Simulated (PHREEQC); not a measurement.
A solution holds 0.0045 mol/kgw NaH2PO4, 0.00044 mol/kgw NaF and 0.0043 mol/kgw KCl, at 25 °C. Closed to the air; pH follows from the charge balance.

The numbers come from PHREEQC with the ion-association model, wateq4f.dat.

Each row changes one thing in this solution. This is a speciation only: nothing precipitates in the calculation.

```json
[
 {"case": "as made", "pH": "4.89", "ionic strength (mol/kgw)": "0.00928", "HF (mol/kgw)": "7.51e-6", "NaF (mol/kgw)": "1.00e-6", "HF2- (mol/kgw)": "1.25e-8", "SI of Halite (NaCl)": "-6.34"},
 {"case": "0.0085 mol/kgw Na2SO4 added", "pH": "4.88", "ionic strength (mol/kgw)": "0.0337", "HF (mol/kgw)": "7.03e-6", "NaF (mol/kgw)": "3.73e-6", "HF2- (mol/kgw)": "1.17e-8", "SI of Halite (NaCl)": "-5.77"},
 {"case": "temperature from 25 to 10 °C", "pH": "4.89", "ionic strength (mol/kgw)": "0.00928", "HF (mol/kgw)": "5.86e-6", "NaF (mol/kgw)": "1.01e-6", "HF2- (mol/kgw)": "8.44e-9", "SI of Halite (NaCl)": "-6.30"},
 {"case": "7.5e-05 mol/kgw Cu(NO3)2 added", "pH": "4.89", "ionic strength (mol/kgw)": "0.00950", "HF (mol/kgw)": "7.51e-6", "NaF (mol/kgw)": "9.98e-7", "HF2- (mol/kgw)": "1.25e-8", "SI of Halite (NaCl)": "-6.34"},
 {"case": "temperature from 25 to 30 °C", "pH": "4.89", "ionic strength (mol/kgw)": "0.00928", "HF (mol/kgw)": "8.16e-6", "NaF (mol/kgw)": "9.98e-7", "HF2- (mol/kgw)": "1.40e-8", "SI of Halite (NaCl)": "-6.35"},
 {"case": "NaH2PO4 from 0.0045 to 0.0009 mol/kgw", "pH": "5.20", "ionic strength (mol/kgw)": "0.00566", "HF (mol/kgw)": "3.77e-6", "NaF (mol/kgw)": "2.86e-7", "HF2- (mol/kgw)": "6.31e-9", "SI of Halite (NaCl)": "-6.89"},
 {"case": "NaH2PO4 replaced by NaI at the same molality", "pH": "7.09", "ionic strength (mol/kgw)": "0.00924", "HF (mol/kgw)": "4.81e-8", "NaF (mol/kgw)": "1.02e-6", "HF2- (mol/kgw)": "8.12e-11", "SI of Halite (NaCl)": "-6.34"},
 {"case": "temperature from 25 to 50 °C", "pH": "4.91", "ionic strength (mol/kgw)": "0.00929", "HF (mol/kgw)": "1.15e-5", "NaF (mol/kgw)": "9.82e-7", "HF2- (mol/kgw)": "2.13e-8", "SI of Halite (NaCl)": "-6.40"}
]
```

H3PO4, which wateq4f.dat lacks, is added to it with the constant of phreeqc.dat. At this temperature some constants are extrapolated from 25 °C, and those without enthalpy data are left unchanged. The database has no phosphate complexes of Cu.
